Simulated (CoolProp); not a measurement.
Ethane at 464.39 K and 8.08 MPa is compressed adiabatically to 21.5 MPa with isentropic efficiency 0.85. Each further row changes one setting.

The numbers come from the reference Helmholtz-energy equation of state, Bücker 2006 in CoolProp.

```json
[
 {"case": "as stated", "work (kJ/kg)": "140", "final temperature (K)": "536.9", "final density (kg/m³)": "156"},
 {"case": "efficiency 1", "work (kJ/kg)": "119", "final temperature (K)": "530.4", "final density (kg/m³)": "160"},
 {"case": "efficiency 0.65", "work (kJ/kg)": "183", "final temperature (K)": "550.1", "final density (kg/m³)": "151"}
]
```
